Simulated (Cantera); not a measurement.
Thermodynamics of hydrogen reduction and annealing atmospheres, feed FeS + H2 + H2O

A closed system holds: 1 mol FeS, 7.2 mol H2, 0.19 mol H2O, held at 925 K and 0.000100 bar.

These are equilibrium values from Cantera (NASA tables, ideal gas, pure condensed phases), not measurements of a reactor. Candidate condensed phases: Fe, FeO, Fe(OH)2, Fe(OH)3, FeS, FeSO4, FeS2, Fe2O3, Fe2(SO4)3, Fe3O4, H2O, H2SO4, S; 22 gas species. FeS: taken at fixed stoichiometry. The numbers say what is thermodynamically allowed, not how fast it happens.

- x(H2): 0.974
- x(H2O): 0.0257
- x(H2S): 0.000566
- n(Fe(α)): 0.00419 mol
- n(FeS(s)): 0.996 mol
- gas amount: 7.390 mol
- log10 activity of S(l) (absent): -5.89
- log10 activity of Fe(OH)2(s) (absent): -10.97
- log10 activity of Fe(OH)3(s) (absent): -19.22
